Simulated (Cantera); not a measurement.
A closed system holds: 1 mol Fe2O3, 0.45 mol SO3, 2.9 mol CO2, 0.53 mol H2S, at 1675 K and 1 atm.

These are equilibrium values from Cantera (NASA tables, ideal gas, pure condensed phases), not measurements of a reactor. Candidate condensed phases: C, C6H6, C7H8, C8H18, Fe, Fe(CO)5, FeO, Fe(OH)2, Fe(OH)3, FeS, FeSO4, FeS2, Fe2O3, Fe2(SO4)3, Fe3O4, H2O, H2SO4, S; 127 gas species. The tables' stoichiometric FeO is somewhat more stable than real wüstite, so its field is too wide. FeO: taken at fixed stoichiometry. The numbers say what is thermodynamically allowed, not how fast it happens.

Base state: CO2 0.629, SO2 0.221, H2O 0.119, CO 0.0289, H2 0.00165, SO 0.000877, S2 3.87e-5, H2S 1.75e-5 (mole fractions); condensed: FeO(l).

Problem. What changes in the equilibrium state with this change: temperature from 1675 K to 1423 K?

Solution. 
```json
[
 {"species": "CO2", "before": "0.629", "after": "0.632"},
 {"species": "SO2", "before": "0.221", "after": "0.204"},
 {"species": "H2O", "before": "0.119", "after": "0.117"},
 {"species": "S2", "before": "3.87e-5", "after": "0.00824"},
 {"species": "CO", "before": "0.0289", "after": "0.0326"},
 {"species": "H2S", "before": "1.75e-5", "after": "0.00131"},
 {"species": "S2O", "before": "1.12e-5", "after": "0.000630"},
 {"species": "OH", "before": "1.63e-5", "after": "3.25e-7"},
 {"species": "COS", "before": "1.05e-5", "after": "0.000526"},
 {"species": "SH", "before": "7.61e-6", "after": "5.51e-5"},
 {"species": "FeO(l), mol", "before": "2.00", "after": "0"},
 {"species": "FeO(s), mol", "before": "0", "after": "1.42"},
 {"species": "Fe3O4(s), mol", "before": "0", "after": "0.194"}
]
```
Mutual solubility and eutectic melting of coexisting phases are not modelled.

Problem. What changes in the equilibrium state with this change: temperature from 1675 K to 1198 K?

Solution. 
```
species         before     after
-------------  -------  --------
CO2              0.629     0.683
SO2              0.221     0.167
H2O              0.119     0.122
CO              0.0289   0.00880
S2             3.87e-5    0.0129
OH             1.63e-5   5.37e-9
H2S            1.75e-5   0.00299
S2O            1.12e-5  0.000848
COS            1.05e-5  0.000725
FeO(l), mol       2.00         0
FeS(s), mol          0     0.147
Fe3O4(s), mol        0     0.618
```
Mutual solubility and eutectic melting of coexisting phases are not modelled. FeS: taken at fixed stoichiometry. Gases not in the tables: S3 to S7.
